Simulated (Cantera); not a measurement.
Input: 1 mol SiH4, 13 mol CO2, 6.4 mol NO, held at 75.0 Torr.

Equilibrium computed with Cantera from the NASA thermochemical tables; the gas is ideal and each condensed phase is pure. Candidate condensed phases: C, C6H6, C7H8, C8H18, H2O, Si, SiC, SiO2, Si2N2O, Si3N4; 151 gas species. The tables hold silica as quartz up to 1696 K and as liquid above; real silica turns to tridymite and cristobalite and melts near 1996 K. Gases not in the tables: Si(OH)4. Kinetics and transport are ignored.

**Question.** At 1650 K, list the 6 most abundant gas species with their mole fractions, and the condensed phases.

**Answer.** CO2 0.670, N2 0.165, H2O 0.103, O2 0.0616, NO 0.000590, OH 0.000340. Condensed: SiO2(β-quartz).
